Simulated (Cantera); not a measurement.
An isothermal plug-flow reactor at 998 K and 2030 Torr (inlet), inlet velocity 1.1 m/s, active area per volume 200 1/m; feed 1.61 % CO, 7.00 % O₂, 90.6 % N₂, 0.757 % H₂O, equivalence ratio 0.11.

Cantera simulation using Deutschmann's 1995 Pt surface mechanism with GRI-Mech 3.0 gas chemistry; the numbers are that mechanism's predictions, not measurements. Catalytic surfaces can have several steady states; this one follows from the mechanism file's or the stated starting coverage. Mass transfer to the wall is taken as infinitely fast.

x: gas mole fraction; θ: surface coverage.

| z (m) | x CO | x O₂ | x H₂O | x CO₂ | θ free Pt | θ O* | θ OH* | θ CO* |
|---|---|---|---|---|---|---|---|---|
| 4.8e-05 | 0.0134 | 0.0687 | 0.00758 | 0.00267 | 0.518 | 0.0270 | (withheld) | 0.454 |
| 7.9e-05 | 0.0115 | 0.0678 | 0.00759 | 0.00462 | 0.550 | 0.0327 | (withheld) | 0.417 |
| 0.00013 | 0.00770 | 0.0661 | 0.00760 | 0.00843 | 0.634 | 0.0576 | (withheld) | 0.307 |
| 0.00022 | 0.00273 | 0.0637 | 0.00762 | 0.0134 | 0.254 | 0.741 | 0.00282 | 0.00300 |
| 0.00037 | 0.00173 | 0.0633 | 0.00763 | 0.0144 | 0.204 | 0.792 | 0.00262 | 0.00116 |
| 0.00062 | 0.000972 | 0.0629 | 0.00763 | 0.0152 | 0.185 | 0.812 | 0.00252 | 0.000525 |
| 0.001 | 0.000453 | 0.0627 | 0.00763 | 0.0157 | 0.176 | 0.821 | 0.00248 | 0.000218 |
| 0.0017 | 0.000123 | 0.0625 | 0.00763 | 0.0161 | 0.171 | 0.826 | 0.00245 | 5.56e-5 |
| 0.0029 | 1.42e-5 | 0.0625 | 0.00763 | 0.0162 | 0.169 | 0.828 | 0.00244 | 6.29e-6 |
| 0.0048 | 4.78e-7 | 0.0625 | 0.00763 | 0.0162 | 0.169 | 0.828 | 0.00244 | 2.11e-7 |

Q: Some entries are withheld; supply them.

A: 
- 4.8e-05, θ OH*: 0.000767
- 7.9e-05, θ OH*: 0.000870
- 0.00013, θ OH*: 0.00124
